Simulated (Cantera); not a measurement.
Charge: 1 mol SiCl₄, 1.1 mol H₂, 4.7 mol HCl, equilibrated at 1348.15 K and 11.0 bar.

Cantera equilibrium calculation (NASA polynomials, part measured and part estimated; ideal gas, pure solids and liquids). Candidate condensed phases: Si; 19 gas species. The tables' values for SiCl₃ are old estimates; treat these amounts as uncertain. Kinetics and transport are ignored.

Base state: HCl 0.694, H₂ 0.159, SiCl₄ 0.144, SiHCl₃ 0.00189, SiCl₃ 0.000673, SiCl₂ 1.57e-5 (mole fractions); condensed: gas only.

Task: What changes in the equilibrium state with this change: temperature from 1348.15 K to 623 K?

Result: 
| species | before | after |
|---|---|---|
| HCl | 0.694 | 0.691 |
| H₂ | 0.159 | 0.162 |
| SiCl₄ | 0.144 | 0.147 |
| SiCl₃ | 0.000673 | <1e-9 |
| SiCl₂ | 1.57e-5 | <1e-9 |
| SiHCl₃ | 0.00189 | 1.59e-6 |
